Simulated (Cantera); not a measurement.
An isothermal, constant-pressure homogeneous reactor starts with NH3 : N2 = 1 : 0.13 (molar parts), at 2223 K and 0.316 atm.

Detailed kinetics in Cantera: the gas-phase N/H chemistry of the illustrative SiF4/NH3 mechanism in the Surface Chemkin manual (1991). Walls and surfaces, which speed up NH3 decomposition in real reactors, are not modelled.

x: mole fraction; the columns are a selection and need not sum to one.

```tsv
t (s)	x NH3	x N2H2	x H	x NH	x H2	x N2H4
9.00e-6	0.884	1.62e-7	?	6.75e-7	0.000237	6.45e-9
2.58e-5	0.883	1.85e-6	?	6.31e-6	0.000719	5.14e-8
7.40e-5	0.879	1.25e-5	?	2.50e-5	0.00284	2.76e-7
0.000212	0.865	2.12e-5	?	3.85e-5	0.0130	4.30e-7
0.000609	0.827	1.95e-5	?	4.51e-5	0.0434	3.60e-7
0.00175	0.731	1.56e-5	?	5.28e-5	0.120	2.56e-7
0.00501	0.529	9.47e-6	?	5.55e-5	0.282	1.44e-7
0.0144	0.243	3.46e-6	?	4.71e-5	0.509	4.77e-8
0.0412	0.0390	4.49e-7	?	2.71e-5	0.671	4.09e-9
0.118	0.000187	5.70e-10	0.00911	2.41e-6	0.696	1.68e-12
0.339	1.79e-5	6.52e-12	0.00951	2.51e-7	0.696	<1e-12
0.972	5.07e-6	1.13e-12	0.00951	7.12e-8	0.696	<1e-12
2.79	2.02e-6	<1e-12	0.00951	2.84e-8	0.696	<1e-12
8.00	1.47e-6	<1e-12	0.00951	2.06e-8	0.696	<1e-12
```

Question: What belongs in the gaps?

Answer: 
- 9.00e-6, x H: 2.79e-6
- 2.58e-5, x H: 3.38e-6
- 7.40e-5, x H: 8.17e-6
- 0.000212, x H: 2.51e-5
- 0.000609, x H: 6.54e-5
- 0.00175, x H: 0.000162
- 0.00501, x H: 0.000385
- 0.0144, x H: 0.000865
- 0.0412, x H: 0.00207
